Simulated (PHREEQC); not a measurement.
Make-up at 25 °C: 0.0025 mol/kgw CdSO4, 0.0018 mol/kgw NaCl and 0.015 mol/kgw HCl. Closed to the air; pH follows from the charge balance.

The numbers come from PHREEQC with the ion-association model, phreeqc.dat.

Precipitation was switched off in this run.

Q: What pH, ionic strength does the model give?

A: pH 1.91; ionic strength 0.0219 mol/kgw.

Q: In which forms is Cd present?

A: Cd+2 50 %, CdCl+ 42 %, CdSO4 6.0 %, CdCl2 2.0 % of the Cd.

Species that the database lacks are ignored.
